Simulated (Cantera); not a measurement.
Aluminium and copper etching: Al + HCl + N2

Feed: 1 mol Al, 12 mol HCl, 0.22 mol N2, equilibrated at 0.0195 Torr.

Method: chemical equilibrium by Gibbs-energy minimisation in Cantera with the NASA 1993 tables (ideal gas, pure condensed phases). Candidate condensed phases: Al, AlCl3, AlN, NH4Cl; 20 gas species. The numbers say what is thermodynamically allowed, not how fast it happens.

| T (°C) | log p HCl | log p H2 | log p AlCl3 | log p Al2Cl6 | log p N2 |
|---|---|---|---|---|---|
| 152 | -4.68 | -5.46 | -6.77 | -5.97 | -6.29 |
| 202 | -4.69 | -5.47 | -6.05 | -6.16 | -6.30 |
| 252 | -4.70 | -5.48 | -5.72 | -6.78 | -6.31 |
| 302 | -4.70 | -5.48 | -5.66 | -7.72 | -6.31 |
| 352 | -4.70 | -5.48 | -5.65 | -8.59 | -6.31 |
| 402 | -4.70 | -5.48 | -5.65 | -9.34 | -6.31 |
| 452 | -4.70 | -5.48 | -5.65 | -9.98 | -6.31 |
log p: log10 of the partial pressure in bar; nothing condenses.

From 152 °C to 452 °C nothing is condensed. The main Al-bearing gas is Al2Cl6 at 152 °C and AlCl3 at 452 °C.
